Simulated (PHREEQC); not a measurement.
3.4 g of hydrous ferric oxide (600 m²/g; 0.2 weak and 0.005 strong sites per Fe, Dzombak-Morel constants, diffuse double layer) in 1 kg of water with 0.05 mol/kgw of an inert sodium salt and 0.33 mmol/kgw Ag2SO4, at 25 °C; the pH is set by adding NaOH or the inert anion's acid. Oxygen alone is held at its pressure in air (log pO2 = -0.68). The system is closed to CO2. Nothing may precipitate in this run.

Base run: PHREEQC, ion-association model, wateq4f.dat. Each further column changes one thing. The table gives Ag sorbed (%).

```json
[
 {"pH": "4", "base": "0.5", "no electrostatic term (-no_edl)": "0.0", "background salt from 0.05 to 0.005 mol/kgw": "1.3", "oxide from 3.4 to 17 g/kgw": "2.4"},
 {"pH": "4.5", "base": "2.6", "no electrostatic term (-no_edl)": "0.0", "background salt from 0.05 to 0.005 mol/kgw": "4.5", "oxide from 3.4 to 17 g/kgw": "11.8"},
 {"pH": "5", "base": "8.6", "no electrostatic term (-no_edl)": "0.2", "background salt from 0.05 to 0.005 mol/kgw": "11.4", "oxide from 3.4 to 17 g/kgw": "34.4"},
 {"pH": "5.5", "base": "17.7", "no electrostatic term (-no_edl)": "1.4", "background salt from 0.05 to 0.005 mol/kgw": "19.9", "oxide from 3.4 to 17 g/kgw": "61.7"},
 {"pH": "6", "base": "25.5", "no electrostatic term (-no_edl)": "[?]", "background salt from 0.05 to 0.005 mol/kgw": "26.6", "oxide from 3.4 to 17 g/kgw": "82.0"},
 {"pH": "6.5", "base": "31.7", "no electrostatic term (-no_edl)": "23.5", "background salt from 0.05 to 0.005 mol/kgw": "32.7", "oxide from 3.4 to 17 g/kgw": "92.9"},
 {"pH": "7", "base": "41.5", "no electrostatic term (-no_edl)": "34.6", "background salt from 0.05 to 0.005 mol/kgw": "42.9", "oxide from 3.4 to 17 g/kgw": "97.5"},
 {"pH": "7.5", "base": "58.8", "no electrostatic term (-no_edl)": "54.9", "background salt from 0.05 to 0.005 mol/kgw": "60.8", "oxide from 3.4 to 17 g/kgw": "99.2"},
 {"pH": "8", "base": "78.4", "no electrostatic term (-no_edl)": "78.3", "background salt from 0.05 to 0.005 mol/kgw": "80.1", "oxide from 3.4 to 17 g/kgw": "99.7"},
 {"pH": "8.5", "base": "91.3", "no electrostatic term (-no_edl)": "90.5", "background salt from 0.05 to 0.005 mol/kgw": "92.1", "oxide from 3.4 to 17 g/kgw": "99.9"},
 {"pH": "9", "base": "96.9", "no electrostatic term (-no_edl)": "95.1", "background salt from 0.05 to 0.005 mol/kgw": "97.3", "oxide from 3.4 to 17 g/kgw": "100.0"},
 {"pH": "9.5", "base": "99.0", "no electrostatic term (-no_edl)": "[?]", "background salt from 0.05 to 0.005 mol/kgw": "99.1", "oxide from 3.4 to 17 g/kgw": "100.0"},
 {"pH": "10", "base": "99.7", "no electrostatic term (-no_edl)": "[?]", "background salt from 0.05 to 0.005 mol/kgw": "99.7", "oxide from 3.4 to 17 g/kgw": "100.0"}
]
```

**Question.** Some entries are withheld; supply them.

**Answer.** 
- 6, no electrostatic term (-no_edl): 9.2
- 9.5, no electrostatic term (-no_edl): 96.5
- 10, no electrostatic term (-no_edl): 97.0
